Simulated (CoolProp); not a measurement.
Vapour-liquid equilibrium of CHF3 (R23) (1) + R227EA (2) at 2.97 bar; x and y are mole fractions of (1).

Model: multi-fluid Helmholtz-energy mixture model, Penoncello 2003 and Lemmon 2016; pair parameters Bell 2016, in CoolProp.

| x | bubble temperature, mixture model (°C) | bubble temperature, Raoult's law (°C) | y, mixture model | y, Raoult's law |
|---|---|---|---|---|
| 0.05 | 0.6 | -1.3 | 0.335 | 0.405 |
| 0.125 | -13.7 | -15.0 | 0.640 | 0.684 |
| 0.2 | -24.8 | -24.6 | 0.794 | 0.812 |
| 0.275 | -33.0 | -31.7 | 0.872 | 0.879 |
| 0.35 | -39.1 | -37.3 | 0.915 | 0.919 |
| 0.425 | -43.7 | -41.8 | 0.940 | 0.944 |
| 0.5 | -47.3 | -45.6 | 0.956 | 0.961 |
| 0.575 | -50.2 | -48.8 | 0.967 | 0.972 |
| 0.65 | -52.6 | -51.6 | 0.975 | 0.981 |
| 0.725 | -54.6 | -54.1 | 0.982 | 0.987 |
| 0.8 | -56.5 | -56.2 | 0.987 | 0.992 |
| 0.875 | -58.2 | -58.2 | 0.992 | 0.995 |
| 0.95 | -59.9 | -60.0 | 0.997 | 0.998 |

The largest gap from Raoult's law is -1.9 K in bubble temperature, at x = 0.425. No azeotrope shows between x = 0.05 and 0.95.

Pair parameters are fitted to limited data, so mixtures are less certain than the pure fluids. The gap from Raoult's law changes sign with composition, which may be real or a fault of the pair parameters; it wasn't checked against measurements.
